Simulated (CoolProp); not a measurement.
Vapour pressure (kPa) of C2F6 (R116): the reference equation beside estimates from Tc = 19.9 °C, pc = 3048 kPa, ω = 0.257. Clausius-Clapeyron is anchored at -26.75 °C with a constant enthalpy of vaporisation of 12.24 kJ/mol.

Computed with CoolProp (reference Helmholtz-energy equation of state, Lemmon 2006). It is a short technical equation, of lower accuracy than the large ones.

| T (°C) | reference | Lee-Kesler | Clausius-Clapeyron | van der Waals | Redlich-Kwong | Soave-Redlich-Kwong | Peng-Robinson |
|---|---|---|---|---|---|---|---|
| -49.75 | 373.9 | 375.7 | 458.3 | 931.4 | 526.7 | 376.3 | 372.3 |
| -45.15 | 446.7 | 449.1 | 523.5 | 1026 | 613.1 | 450.3 | 445.1 |
| -40.55 | 529.7 | 532.5 | 594.8 | 1127 | 708.8 | 534.8 | 528.1 |
| -35.95 | 623.6 | 626.9 | 672.5 | 1233 | 814.5 | 630.5 | 622.3 |
| -31.35 | 729.4 | 733.0 | 756.8 | 1346 | 930.5 | 738.4 | 728.7 |
| -26.75 | 847.9 | 851.8 | 847.9 | 1465 | 1057 | 859.5 | 848.1 |
| -22.15 | 980.2 | 984.2 | 946.0 | 1591 | 1195 | 994.5 | 981.7 |
| -17.45 | 1131 | 1135 | 1054 | 1726 | 1348 | 1148 | 1134 |
| -12.85 | 1294 | 1298 | 1167 | 1864 | 1510 | 1314 | 1299 |
| -8.25 | 1474 | 1478 | 1287 | 2010 | 1685 | 1498 | 1482 |
| -3.65 | 1672 | 1677 | 1415 | 2162 | 1873 | 1699 | 1683 |
| 0.95 | 1891 | 1895 | 1551 | 2320 | 2073 | 1919 | 1903 |

Absolute difference from the reference over all 12 rows, mean and median: Lee-Kesler 0.4 and 0.4 %, Clausius-Clapeyron 10.8 and 11.1 %, van der Waals 74.5 and 67.5 %, Redlich-Kwong 24.0 and 23.3 %, Soave-Redlich-Kwong 1.3 and 1.4 %, Peng-Robinson 0.3 and 0.3 %.
